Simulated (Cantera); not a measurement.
Cantera run, input and output.

```python
import numpy as np
import cantera as ct

gas = ct.Solution("h2o2.yaml")
gas.TPX = 1000, 13000, {'H2': 2.8, 'O2': 1, 'N2': 0.57}
reactor = ct.IdealGasConstPressureReactor(gas, energy="off", clone=False)
net = ct.ReactorNet([reactor])
net.rtol, net.atol = 1e-08, 1e-18
show = ['H2', 'O2', 'O', 'H2O2', 'OH']
times = np.geomspace(4e-06, 40, 13)

steps = ct.SolutionArray(gas, extra=["t"])
rows = []
print(f"{'t/s':>10s}{'T/K':>9s}{'P/Pa':>11s}" + "".join(f"{s:>11s}" for s in show))
for t in times:
    while net.time < t:
        t_next = net.step()
        steps.append(gas.state, t=t_next)
    rows.append([np.interp(t, steps.t, y) for y in (steps.T, steps.P, *steps(*show).X.T)])
    print(f"{t:10.3e}{rows[-1][0]:9.1f}{rows[-1][1]:11.4g}" + "".join(f"{x:11.3e}" for x in rows[-1][2:]))
rate = np.gradient(steps.T, steps.t)
print("integrator steps:", len(steps.t))
if steps.T.max() > steps.T[0] + 200:
    print(f"time of steepest temperature rise: {steps.t[rate.argmax()]:.4e} s")
gas.TPX = 1000, 13000, {'H2': 2.8, 'O2': 1, 'N2': 0.57}
gas.equilibrate("TP")
print(f"equilibrium (TP): T = {gas.T:.1f} K  " + "  ".join(f"{s} {gas[s].X[0]:.3e}" for s in show))
```

Output:

```
       t/s      T/K       P/Pa         H2         O2          O       H2O2         OH
 4.000e-06   1000.0    1.3e+04  6.407e-01  2.288e-01  1.480e-12  7.153e-15  7.640e-13
 1.532e-05   1000.0    1.3e+04  6.407e-01  2.288e-01  1.324e-11  1.061e-13  4.913e-12
 5.871e-05   1000.0    1.3e+04  6.407e-01  2.288e-01  1.226e-10  1.671e-12  4.148e-11
 2.249e-04   1000.0    1.3e+04  6.407e-01  2.288e-01  1.348e-08  7.629e-11  4.504e-09
 8.618e-04   1000.0    1.3e+04  2.389e-01  4.656e-02  5.341e-03  8.532e-07  2.697e-03
 3.302e-03   1000.0    1.3e+04  2.302e-01  8.055e-06  4.084e-06  7.633e-09  6.584e-05
 1.265e-02   1000.0    1.3e+04  2.359e-01  2.642e-07  1.701e-07  1.544e-09  1.358e-05
 4.846e-02   1000.0    1.3e+04  2.370e-01  1.673e-08  1.033e-08  3.727e-10  3.351e-06
 1.857e-01   1000.0    1.3e+04  2.373e-01  1.356e-09  6.826e-10  8.911e-11  8.618e-07
 7.113e-01   1000.0    1.3e+04  2.374e-01  1.434e-10  4.614e-11  1.827e-11  2.241e-07
 2.725e+00   1000.0    1.3e+04  2.374e-01  1.658e-11  3.137e-12  2.629e-12  5.843e-08
 1.044e+01   1000.0    1.3e+04  2.374e-01  1.554e-12  2.136e-13  2.522e-13  1.525e-08
 4.000e+01   1000.0    1.3e+04  2.374e-01  1.105e-13  1.455e-14  1.921e-14  3.979e-09
integrator steps: 2985
equilibrium (TP): T = 1000.0 K  H2 2.374e-01  O2 3.720e-19  O 2.677e-19  H2O2 3.675e-19  OH 1.707e-11
```

Cantera simulation using the H2/O2 subset of GRI-Mech 3.0, which has no nitrogen chemistry; the numbers are that mechanism's predictions, not measurements. Radical loss at walls, strong at low pressure, is not modelled. The temperature is held fixed by assumption; the heat of reaction is taken as removed at once.
